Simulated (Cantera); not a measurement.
An isothermal, constant-pressure homogeneous reactor starts with 0.990 % H₂, 99.0 % O₂, at 1225 K and 20.0 Torr.

Computed with Cantera and GRI-Mech 3.0 (53 species, 325 reactions). Radical loss at walls, strong at low pressure, is not modelled.

x: mole fraction; the columns are a selection and need not sum to one.

```csv
t (s),x H₂,x O₂,x O,x HO₂,x OH,x H₂O₂
2.00e-5,0.00990,0.990,2.20e-10,5.73e-10,2.15e-10,<1e-12
5.64e-5,0.00990,0.990,1.15e-9,…,1.08e-9,<1e-12
0.000159,0.00990,0.990,5.30e-9,…,4.53e-9,<1e-12
0.000448,0.00990,0.990,3.43e-8,…,2.58e-8,5.59e-12
0.00126,0.00990,0.990,1.14e-6,…,8.14e-7,4.48e-11
0.00356,0.00436,0.985,0.00382,…,0.00176,1.41e-7
0.0100,3.84e-5,0.982,0.00751,…,0.000796,3.42e-8
0.0283,2.80e-5,0.984,0.00544,…,0.000681,3.28e-8
0.0797,1.39e-5,0.987,0.00267,…,0.000481,2.88e-8
0.225,4.07e-6,0.989,0.000779,…,0.000262,1.99e-8
0.634,7.99e-7,0.990,0.000153,…,0.000117,9.21e-9
1.79,1.40e-7,0.990,2.71e-5,…,4.93e-5,2.88e-9
5.03,2.74e-8,0.990,5.34e-6,…,2.19e-5,7.62e-10
14.2,6.54e-9,0.990,1.28e-6,5.83e-9,1.07e-5,2.10e-10
40.0,2.10e-9,0.990,4.15e-7,6.21e-9,6.11e-6,7.39e-11
```

**Question.** What belongs in the gaps?

**Answer.** 
- 5.64e-5, x HO₂: 1.62e-9
- 0.000159, x HO₂: 4.57e-9
- 0.000448, x HO₂: 1.30e-8
- 0.00126, x HO₂: 4.23e-8
- 0.00356, x HO₂: 2.65e-6
- 0.0100, x HO₂: 1.53e-6
- 0.0283, x HO₂: 1.32e-6
- 0.0797, x HO₂: 9.33e-7
- 0.225, x HO₂: 4.70e-7
- 0.634, x HO₂: 1.63e-7
- 1.79, x HO₂: 4.36e-8
- 5.03, x HO₂: 1.20e-8
